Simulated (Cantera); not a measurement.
## Hydrocarbon pyrolysis for carbon deposition

An isothermal, constant-pressure homogeneous reactor starts with C₃H₈ : H₂ = 1 : 3.2 (molar parts), at 1600 K and 0.0290 bar.

Cantera simulation using GRI-Mech 3.0 (53 species, 325 reactions); the numbers are that mechanism's predictions, not measurements. GRI-Mech 3.0 was tuned for natural gas; its chemistry of propane as a main component is partial and can be far from experiment. GRI-Mech 3.0 stops at C3 and has no aromatics, soot or wall deposition, so with more carbon than oxygen in the feed, carbon stays in small species such as C2H2 where larger ones or solid carbon would form. Radical loss at walls, strong at low pressure, is not modelled.

```
t (s)       x C₃H₈   x H₂     x CH₄    x C₂H₄       x H
--------  --------  -----  --------  --------  --------
2.00e-6      0.237  0.761   1.91e-5   4.18e-5   3.17e-5
8.76e-6      0.234  0.759  0.000380   0.00110  0.000176
3.84e-5      0.206  0.743   0.00898    0.0178  0.000633
0.000168    0.0592  0.658     0.104     0.124   0.00225
0.000737  0.000153  0.641     0.170     0.118   0.00113
0.00323    1.81e-7  0.658     0.165    0.0747  0.000286
0.0141     1.28e-8  0.671     0.159    0.0367  0.000126
0.0620     1.14e-8  0.685     0.149   0.00395  0.000151
0.271      8.76e-9  0.703     0.124   0.00111  0.000174
1.19       1.95e-9  0.743    0.0677  0.000693  0.000208
5.21      7.35e-11  0.778    0.0183  0.000527  0.000264
22.8      4.07e-12  0.788   0.00439  0.000522  0.000284
100       2.30e-12  0.789   0.00286  0.000523  0.000286
```
x: mole fraction; the columns are a selection and need not sum to one.

Equilibrium at this temperature and pressure: C₃H₈ 2.29e-12, H₂ 0.789, CH₄ 0.00285, C₂H₄ 0.000523, H 0.000286 (gas phase only).
